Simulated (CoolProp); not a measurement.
Saturation properties of dodecamethylcyclohexasiloxane (D6) (Tc = 372.6 °C, pc = 0.9614 MPa, ω = 0.736).

Computed with CoolProp (reference Helmholtz-energy equation of state, Colonna 2008). It is a short technical equation, of lower accuracy than the large ones.

| T (°C) | p (MPa) | liquid density (kg/m³) | vapour density (kg/m³) | liquid cp (kJ/(kg K)) |
|---|---|---|---|---|
| 20.65 | 2.155e-6 | 973.0 | 0.0003926 | 1.571 |
| 23.65 | 2.890e-6 | 969.7 | 0.0005210 | 1.575 |
| 26.65 | 3.845e-6 | 966.4 | 0.0006864 | 1.580 |
| 29.65 | 5.080e-6 | 963.1 | 0.0008978 | 1.585 |
| 32.65 | 6.664e-6 | 959.8 | 0.001166 | 1.590 |
| 35.65 | 8.682e-6 | 956.5 | 0.001505 | 1.595 |
| 38.65 | 1.124e-5 | 953.2 | 0.001929 | 1.600 |
| 41.65 | 1.445e-5 | 949.9 | 0.002457 | 1.605 |
| 44.65 | 1.848e-5 | 946.6 | 0.003111 | 1.611 |
| 47.55 | 2.329e-5 | 943.4 | 0.003887 | 1.616 |
| 50.55 | 2.943e-5 | 940.1 | 0.004866 | 1.621 |
| 53.55 | 3.699e-5 | 936.8 | 0.006059 | 1.627 |
| 56.55 | 4.623e-5 | 933.5 | 0.007504 | 1.633 |

It boils at 245.0 °C under 1 atm.
